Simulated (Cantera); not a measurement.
Gas mixture: 100 % N2O, at 10.0 bar, frozen composition.

Cantera's kinetic-theory transport with the Lennard-Jones parameters of GRI-Mech 3.0, ideal gas; thermal conductivity in the mixture-averaged form. The composition is frozen, though it would react at the higher temperatures.

D: mixture-averaged diffusion coefficient of that species in the mixture.

```json
[
 {"T (K)": "400", "ρ (kg/m³)": "13.2", "cp (J/kg/K)": "970.3", "μ (µPa s)": "[?]", "λ (mW/m/K)": "25.5", "Pr": "0.741", "D (cm²/s) H2": "0.109", "D (cm²/s) NH3": "0.0286", "D (cm²/s) CO2": "0.0195"},
 {"T (K)": "500", "ρ (kg/m³)": "10.6", "cp (J/kg/K)": "1043", "μ (µPa s)": "[?]", "λ (mW/m/K)": "33.2", "Pr": "0.740", "D (cm²/s) H2": "0.160", "D (cm²/s) NH3": "0.0440", "D (cm²/s) CO2": "0.0295"},
 {"T (K)": "600", "ρ (kg/m³)": "8.82", "cp (J/kg/K)": "1101", "μ (µPa s)": "[?]", "λ (mW/m/K)": "40.7", "Pr": "0.739", "D (cm²/s) H2": "0.218", "D (cm²/s) NH3": "0.0621", "D (cm²/s) CO2": "0.0410"},
 {"T (K)": "700", "ρ (kg/m³)": "7.56", "cp (J/kg/K)": "1150", "μ (µPa s)": "[?]", "λ (mW/m/K)": "47.9", "Pr": "0.739", "D (cm²/s) H2": "0.283", "D (cm²/s) NH3": "0.0826", "D (cm²/s) CO2": "0.0540"},
 {"T (K)": "800", "ρ (kg/m³)": "6.62", "cp (J/kg/K)": "1192", "μ (µPa s)": "[?]", "λ (mW/m/K)": "54.9", "Pr": "0.739", "D (cm²/s) H2": "0.353", "D (cm²/s) NH3": "0.105", "D (cm²/s) CO2": "0.0683"},
 {"T (K)": "900", "ρ (kg/m³)": "5.88", "cp (J/kg/K)": "1227", "μ (µPa s)": "37.1", "λ (mW/m/K)": "61.5", "Pr": "0.740", "D (cm²/s) H2": "0.430", "D (cm²/s) NH3": "0.130", "D (cm²/s) CO2": "0.0839"},
 {"T (K)": "1000", "ρ (kg/m³)": "5.29", "cp (J/kg/K)": "1255", "μ (µPa s)": "40.0", "λ (mW/m/K)": "68.0", "Pr": "0.739", "D (cm²/s) H2": "0.513", "D (cm²/s) NH3": "0.157", "D (cm²/s) CO2": "0.101"},
 {"T (K)": "1100", "ρ (kg/m³)": "4.81", "cp (J/kg/K)": "1275", "μ (µPa s)": "42.8", "λ (mW/m/K)": "74.1", "Pr": "0.736", "D (cm²/s) H2": "0.601", "D (cm²/s) NH3": "0.186", "D (cm²/s) CO2": "0.119"},
 {"T (K)": "1200", "ρ (kg/m³)": "4.41", "cp (J/kg/K)": "1294", "μ (µPa s)": "45.5", "λ (mW/m/K)": "80.1", "Pr": "0.735", "D (cm²/s) H2": "0.695", "D (cm²/s) NH3": "0.216", "D (cm²/s) CO2": "0.138"}
]
```

Q: Fill in the missing entries.

A: 
- 400, μ (µPa s): 19.5
- 500, μ (µPa s): 23.6
- 600, μ (µPa s): 27.3
- 700, μ (µPa s): 30.8
- 800, μ (µPa s): 34.0
